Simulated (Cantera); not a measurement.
Input: 1 mol C2F6, 0.94 mol F2, 0.074 mol H2, held at 2500 °C and 750 Torr.

Equilibrium computed with Cantera from the NASA thermochemical tables; the gas is ideal and each condensed phase is pure. Candidate condensed phases: C, C6H6, C7H8, C8H18; 95 gas species. The feed counts by its element totals alone. The tables' values for C2F4 are old estimates; treat these amounts as uncertain. Gases not in the tables: C2F6 and larger saturated fluorocarbons. The numbers say what is thermodynamically allowed, not how fast it happens.

Base state: CF4 0.388, F 0.340, CF2 0.192, HF 0.0455, CF3 0.0323, CF 0.00194, F2 3.13e-5, C2F4 1.96e-5 (mole fractions); condensed: gas only.

Question: What changes in the equilibrium state with this change: temperature from 2500 °C to 1575 °C?

Answer: 
```
species            before     after
----------------  -------  --------
CF4                 0.388     0.925
HF                 0.0455    0.0710
CF2                 0.192   0.00274
F                   0.340  0.000231
CF3                0.0323  0.000900
F2                3.13e-5     <1e-9
CF                0.00194   4.74e-7
C2F4              1.96e-5   1.41e-6
C(graphite), mol        0    0.0638
```
